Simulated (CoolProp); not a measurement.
Computed with CoolProp (reference Helmholtz-energy equation of state, Lemmon 2006). It is a short technical equation, of lower accuracy than the large ones.

Give the vapour pressure (MPa), vapour density (kg/m³) of saturated n-nonane at 232.25 °C.


| T (°C) | p (MPa) | vapour density (kg/m³) |
|---|---|---|
| 232.25 | 0.587 | 22.4 |
